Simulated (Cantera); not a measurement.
Input: 1 mol LiCl, a varied amount of O2, 0.15 mol H2, held at 233 Torr.

These are equilibrium values from Cantera (NASA tables, ideal gas, pure condensed phases), not measurements of a reactor. Candidate condensed phases: H2O, Li, LiCl, LiH, LiOH, Li2O; 25 gas species. Equilibrium is a limit: real reactors are often held back by kinetics, nucleation or transport.

Task: What condenses at these points (T in °C, n(O2) in mol): (1102, 0.86); (1152, 0.26); (1652, 2); (1602, 2); (1152, 0.86)?

Result: 
```
T (°C)  n(O2) in mol  condensed phases  Li condensed (%)
------  ------------  ----------------  ----------------
1102            0.86              LiCl              37.0
1152            0.26              LiCl              48.5
1652               2          gas only               0.0
1602               2          gas only               0.0
1152            0.86          gas only               0.0
```
